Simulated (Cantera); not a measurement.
Input: 1 mol TiO₂, 20 mol HCl, 12 mol O₂, equilibrated at 1323.15 K and 0.133 bar.

Cantera equilibrium calculation (NASA polynomials, part measured and part estimated; ideal gas, pure solids and liquids). Candidate condensed phases: H₂O, Ti, TiCl₂, TiCl₃, TiCl₄, TiO, TiO₂, Ti₂O₃, Ti₃O₅, Ti₄O₇; 23 gas species. Equilibrium is a limit: real reactors are often held back by kinetics, nucleation or transport.

Base state: HCl 0.518, O₂ 0.354, H₂O 0.0613, Cl₂ 0.0564, Cl 0.00988, ClO 6.80e-5, HOCl 2.99e-5, OH 2.02e-5 (mole fractions); condensed: TiO₂(rutile).

What changes in the equilibrium state with this change: temperature from 1323.15 K to 725 K?


| species | before | after |
|---|---|---|
| O₂ | 0.354 | 0.302 |
| HCl | 0.518 | 0.233 |
| H₂O | 0.0613 | 0.232 |
| Cl₂ | 0.0564 | 0.232 |
| OH | 2.02e-5 | <1e-9 |
| Cl | 0.00988 | 1.81e-6 |
| ClO | 6.80e-5 | 6.21e-8 |
| HOCl | 2.99e-5 | 3.62e-6 |
| TiO₂(rutile), mol | 1.000 | 1.00 |
Condensed phases not in the tables: TiOCl. Gases not in the tables: TiO(OH)₂.
